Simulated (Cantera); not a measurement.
An isothermal plug-flow reactor at 525 K and 1.00 bar (inlet), inlet velocity 4 m/s, active area per volume 1600 1/m; feed 0.261 % H2, 1.49 % O2, 98.2 % N2, equivalence ratio 0.087.

Cantera simulation using Deutschmann's 1995 Pt surface mechanism with GRI-Mech 3.0 gas chemistry; the numbers are that mechanism's predictions, not measurements. Catalytic surfaces can have several steady states; this one follows from the mechanism file's or the stated starting coverage. Mass transfer to the wall is taken as infinitely fast.

One state of this run: x H2 = 3.11e-5; x O2 = 0.0137; x H2O = 0.00258; θ free Pt = 0.00346; θ O* = 0.994; θ OH* = 0.00280. x: gas mole fraction; θ: surface coverage.

Q: Which value of z (m) does it belong to?
A) 0.0055
B) 0.012
C) 0.026
D) 0.0012

A: C, 0.026
